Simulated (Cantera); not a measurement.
A closed system holds: 1 mol BCl3, 2.1 mol NH3, equilibrated at 477 °C and 300 Pa.

Equilibrium computed with Cantera from the NASA thermochemical tables; the gas is ideal and each condensed phase is pure. Candidate condensed phases: B, BN, NH4Cl; 21 gas species. The numbers say what is thermodynamically allowed, not how fast it happens.

Base state: HCl 0.577, H2 0.317, N2 0.106 (mole fractions); condensed: BN(s).

Question: What changes in the equilibrium state with this change: NH3 from 2.1 to 1.4 mol?

Answer: 
```tsv
species	before	after
HCl	0.577	0.789
H2	0.317	0.158
N2	0.106	0.0526
BN(s), mol	1.00	1.000
```

Question: What changes in the equilibrium state with this change: BCl3 replaced by B2O3?

Answer: 
```json
[
 {"species": "H2", "before": "0.317", "after": "0.749"},
 {"species": "N2", "before": "0.106", "after": "0.250"},
 {"species": "H2O", "before": "0", "after": "0.000685"},
 {"species": "HCl", "before": "0.577", "after": "0"},
 {"species": "BN(s), mol", "before": "1.00", "after": "0.00192"},
 {"species": "B2O3(l), mol", "before": "0", "after": "0.999"}
]
```
Further candidate phases: B2O3, B3O3H3, H2O.
